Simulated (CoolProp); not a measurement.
Vapour pressure (MPa) of R152A: the reference equation beside estimates from Tc = 113.3 °C, pc = 4.517 MPa, ω = 0.275. Clausius-Clapeyron is anchored at -73.45 °C with a constant enthalpy of vaporisation of 24.45 kJ/mol.

Computed with CoolProp (reference Helmholtz-energy equation of state, Outcalt 1996). It is a modified Benedict-Webb-Rubin equation, recast in Helmholtz form.

| T (°C) | reference | Lee-Kesler | Clausius-Clapeyron |
|---|---|---|---|
| -79.75 | 0.003663 | 0.003307 | 0.003684 |
| -76.65 | ___ | 0.004243 | 0.004683 |
| -73.45 | 0.005952 | 0.005437 | 0.005952 |
| -70.35 | 0.007461 | 0.006854 | 0.007455 |
| -67.15 | 0.009341 | 0.008632 | 0.009338 |
| -64.05 | 0.01152 | 0.01071 | ___ |
| -60.95 | 0.01412 | 0.01319 | 0.01417 |
| -57.75 | 0.01728 | ___ | 0.01741 |
| -54.65 | 0.02088 | 0.01972 | ___ |
| -51.45 | ___ | 0.02394 | 0.02566 |
| -48.35 | 0.03011 | 0.02871 | 0.03081 |
| -45.25 | 0.03574 | 0.03424 | 0.03682 |
| -42.05 | 0.04243 | ___ | ___ |
| -38.95 | 0.04983 | 0.04815 | 0.05209 |

**Question.** Complete the blanks.

**Answer.** 
- -76.65, reference: 0.004673
- -64.05, Clausius-Clapeyron: 0.01154
- -57.75, Lee-Kesler: 0.01623
- -54.65, Clausius-Clapeyron: 0.02113
- -51.45, reference: 0.02523
- -42.05, Lee-Kesler: 0.04082
- -42.05, Clausius-Clapeyron: 0.04402

Absolute difference from the reference over all 14 rows, mean and median: Lee-Kesler 6.4 and 6.3 %, Clausius-Clapeyron 1.3 and 0.7 %.
